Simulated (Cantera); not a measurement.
A perfectly stirred reactor is fed with C₃H₈ : O₂ : N₂ = 1 : 4.17 : 50 (molar parts), at 16.0 bar; it is adiabatic with a 425 K inlet, and is followed from long to short residence time, starting on the burning branch (τ in s: 0.077, 0.026, 0.0091, 0.0031, 0.0011, 0.00037, 0.00013, 4.3e-05, 1.5e-05, 5.1e-06).

Detailed kinetics in Cantera: GRI-Mech 3.0 (53 species, 325 reactions). GRI-Mech 3.0 was tuned for natural gas; its chemistry of propane as a main component is partial and can be far from experiment. The pressure lies above the range GRI-Mech 3.0 was tuned for (to about 10 atm).

Predict: blow-out, bracketed by the residence times tried; x(C₃H₈) at τ = 77.0 ms; x(O₂) at τ = 77.0 ms; x(C₂H₂) at τ = 77.0 ms; x(HO₂) at τ = 77.0 ms; x(HCN) at τ = 77.0 ms; x(C₃H₈) at τ = 0.370 ms; x(O₂) at τ = 0.370 ms.


```
Property                                                                      Result
------------------------------------------------  ----------------------------------
blow-out, bracketed by the residence times tried  burning at 26.0 ms, out at 9.10 ms
x(C₃H₈) at τ = 77.0 ms                                                      0.000117
x(O₂) at τ = 77.0 ms                                                         0.00265
x(C₂H₂) at τ = 77.0 ms                                                      0.000136
x(HO₂) at τ = 77.0 ms                                                        6.52e-6
x(HCN) at τ = 77.0 ms                                                        2.71e-9
x(C₃H₈) at τ = 0.370 ms                                                       0.0181
x(O₂) at τ = 0.370 ms                                                         0.0756
```
